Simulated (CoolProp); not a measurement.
The numbers come from the reference Helmholtz-energy equation of state, Akasaka 2022 in CoolProp.

Task: Give the vapour pressure (MPa), liquid density (kg/m³), vapour density (kg/m³) of saturated R1233zd(E) at -4.65, 34.55, 47.65 °C.

Result: 
```csv
T (°C),p (MPa),liquid density (kg/m³),vapour density (kg/m³)
-4.65,0.0394,1330,2.35
34.55,0.181,1240,9.85
47.65,0.274,1210,14.6
```
